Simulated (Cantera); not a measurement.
An isothermal, constant-pressure homogeneous reactor starts with N₂O : H₂O = 1 : 0.12 (molar parts), at 1425 K and 1.00 atm.

Cantera simulation using GRI-Mech 3.0 (53 species, 325 reactions); the numbers are that mechanism's predictions, not measurements. GRI-Mech 3.0 was tuned for natural gas; its chemistry of N2O as a main component is partial and can be far from experiment. The temperature is held fixed by assumption; the heat of reaction is taken as removed at once.

Task: Predict: x(N₂O) at 7.00 s; x(H₂O) at 7.00 s; x(O₂) at 7.00 s; x(H) at 7.00 s; x(H₂) at 7.00 s.

Result: 
- x(N₂O) at 7.00 s: 1.43e-6 (gas-phase equilibrium 5.02e-8)
- x(H₂O) at 7.00 s: 0.0741 (gas-phase equilibrium 0.0741)
- x(O₂) at 7.00 s: 0.269 (gas-phase equilibrium 0.308)
- x(H) at 7.00 s: 2.09e-9 (gas-phase equilibrium 2.02e-9)
- x(H₂) at 7.00 s: 9.41e-8 (gas-phase equilibrium 8.78e-8)
